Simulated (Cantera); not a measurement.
Charge: 1 mol SiCl4, 4.9 mol O2, equilibrated at 4.58 Torr.

These are equilibrium values from Cantera (NASA tables, ideal gas, pure condensed phases), not measurements of a reactor. Candidate condensed phases: Si, SiO2; 15 gas species. The tables hold silica as quartz up to 1696 K and as liquid above; real silica turns to tridymite and cristobalite and melts near 1996 K. Rates play no part.

log p: log10 of the partial pressure in bar; n: condensed amount in mol.

| T (K) | log p O2 | log p Cl2 | log p Cl | log p ClO | log p O | n SiO2(α-quartz) | n SiO2(β-quartz) |
|---|---|---|---|---|---|---|---|
| 825 | -2.39 | -2.68 | -6.13 | [?] | -13.80 | 1.00 | 0 |
| 900 | -2.39 | -2.68 | -5.47 | [?] | -12.47 | 0 | 1.00 |
| 975 | -2.39 | -2.69 | -4.92 | [?] | -11.34 | 0 | 1.00 |
| 1050 | -2.40 | -2.69 | -4.45 | [?] | -10.37 | 0 | 1.00 |
| 1125 | -2.40 | -2.70 | -4.04 | [?] | -9.53 | 0 | 1.00 |
| 1200 | -2.40 | -2.71 | -3.68 | [?] | -8.80 | 0 | 1.00 |
| 1275 | -2.41 | -2.75 | -3.38 | [?] | -8.16 | 0 | 1.00 |
| 1350 | -2.42 | -2.81 | -3.12 | [?] | -7.59 | 0 | 1.00 |

Question: Some entries are withheld; supply them.

Answer: 
- 825, log p ClO: -8.28
- 900, log p ClO: -7.75
- 975, log p ClO: -7.29
- 1050, log p ClO: -6.91
- 1125, log p ClO: -6.57
- 1200, log p ClO: -6.29
- 1275, log p ClO: -6.05
- 1350, log p ClO: -5.85
